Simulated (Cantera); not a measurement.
An adiabatic, constant-pressure homogeneous reactor starts with CH4 : CO : O2 : N2 = 1 : 0.36 : 0.908 : 3.42 (molar parts), equivalence ratio 2.4, at 1773 K and 0.760 atm. Integrator tolerance rtol = 1e-08.

Detailed kinetics in Cantera: GRI-Mech 3.0 (53 species, 325 reactions).

Q: What does this change do: pressure from 0.760 atm to 0.701 atm?

A: 
```csv
quantity,before,after
time of steepest temperature rise,0.212 ms,0.227 ms
temperature at 0.700 s,2566 K,2563 K
equilibrium temperature,2566 K,2563 K
x(CH4) at 0.700 s,1.61e-11 (gas-phase equilibrium 1.79e-11),1.38e-11 (gas-phase equilibrium 1.54e-11)
x(CO) at 0.700 s,0.183 (gas-phase equilibrium 0.183),0.183 (gas-phase equilibrium 0.183)
x(O2) at 0.700 s,2.67e-5 (gas-phase equilibrium 2.67e-5),2.81e-5 (gas-phase equilibrium 2.81e-5)
x(C2H2) at 0.700 s,<1e-12 (gas-phase equilibrium <1e-12),<1e-12 (gas-phase equilibrium <1e-12)
x(CH2CO) at 0.700 s,<1e-12 (gas-phase equilibrium <1e-12),<1e-12 (gas-phase equilibrium <1e-12)
x(N2O) at 0.700 s,9.01e-9 (gas-phase equilibrium 9.01e-9),8.83e-9 (gas-phase equilibrium 8.83e-9)
```

Q: What does this change do: pressure from 0.760 atm to 9.77 atm?

A: 
| quantity | before | after |
|---|---|---|
| time of steepest temperature rise | 0.212 ms | 28.5 µs |
| temperature at 0.700 s | 2566 K | 2638 K |
| equilibrium temperature | 2566 K | 2638 K |
| x(CH4) at 0.700 s | 1.61e-11 (gas-phase equilibrium 1.79e-11) | 2.15e-9 (gas-phase equilibrium 2.41e-9) |
| x(CO) at 0.700 s | 0.183 (gas-phase equilibrium 0.183) | 0.184 (gas-phase equilibrium 0.184) |
| x(O2) at 0.700 s | 2.67e-5 (gas-phase equilibrium 2.67e-5) | 3.94e-6 (gas-phase equilibrium 3.94e-6) |
| x(C2H2) at 0.700 s | <1e-12 (gas-phase equilibrium <1e-12) | 1.04e-11 (gas-phase equilibrium 1.16e-11) |
| x(CH2CO) at 0.700 s | <1e-12 (gas-phase equilibrium <1e-12) | 7.01e-12 (gas-phase equilibrium 7.76e-12) |
| x(N2O) at 0.700 s | 9.01e-9 (gas-phase equilibrium 9.01e-9) | 1.41e-8 (gas-phase equilibrium 1.41e-8) |
